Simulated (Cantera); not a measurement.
# Counterflow diffusion flame

A counterflow diffusion flame at 2.86 atm, nozzles 20 mm apart: fuel side H2 = 1 (molar parts) at 600 K, oxidiser side O2 : N2 = 0.21 : 0.79 (molar parts) at 375 K, fuel mass flux 0.18 times the oxidiser's; mixture-averaged transport, no radiation.

Cantera simulation using the H2/O2 subset of GRI-Mech 3.0, which has no nitrogen chemistry; the numbers are that mechanism's predictions, not measurements. The hydrogen kinetics of GRI-Mech 3.0 are dated; newer H2 mechanisms differ, most at raised pressure. The maximum strain rate includes the flame's own expansion and is several times the mean.

```json
[
 {"oxidiser flux (kg/m²/s)": "1.7", "max strain (1/s)": "741", "mean strain (1/s)": "162", "T max (K)": "2636", "peak x OH": "0.0167", "peak x H": "0.00854", "peak x H2O": "0.290", "peak x HO2": "2.12e-5"},
 {"oxidiser flux (kg/m²/s)": "2.4", "max strain (1/s)": "1040", "mean strain (1/s)": "229", "T max (K)": "2616", "peak x OH": "0.0170", "peak x H": "0.00906", "peak x H2O": "0.288", "peak x HO2": "3.08e-5"},
 {"oxidiser flux (kg/m²/s)": "3.2", "max strain (1/s)": "1380", "mean strain (1/s)": "305", "T max (K)": "2599", "peak x OH": "0.0174", "peak x H": "0.00964", "peak x H2O": "0.287", "peak x HO2": "3.96e-5"},
 {"oxidiser flux (kg/m²/s)": "4.3", "max strain (1/s)": "1830", "mean strain (1/s)": "410", "T max (K)": "2583", "peak x OH": "0.0178", "peak x H": "0.0105", "peak x H2O": "0.285", "peak x HO2": "5.14e-5"},
 {"oxidiser flux (kg/m²/s)": "5.8", "max strain (1/s)": "2460", "mean strain (1/s)": "553", "T max (K)": "2561", "peak x OH": "0.0182", "peak x H": "0.0115", "peak x H2O": "0.283", "peak x HO2": "6.63e-5"},
 {"oxidiser flux (kg/m²/s)": "7.8", "max strain (1/s)": "3300", "mean strain (1/s)": "744", "T max (K)": "2532", "peak x OH": "0.0186", "peak x H": "0.0126", "peak x H2O": "0.282", "peak x HO2": "8.37e-5"},
 {"oxidiser flux (kg/m²/s)": "11", "max strain (1/s)": "4650", "mean strain (1/s)": "1050", "T max (K)": "2498", "peak x OH": "0.0190", "peak x H": "0.0142", "peak x H2O": "0.279", "peak x HO2": "0.000107"}
]
```
x: mole fraction; the columns are a selection and need not sum to one.
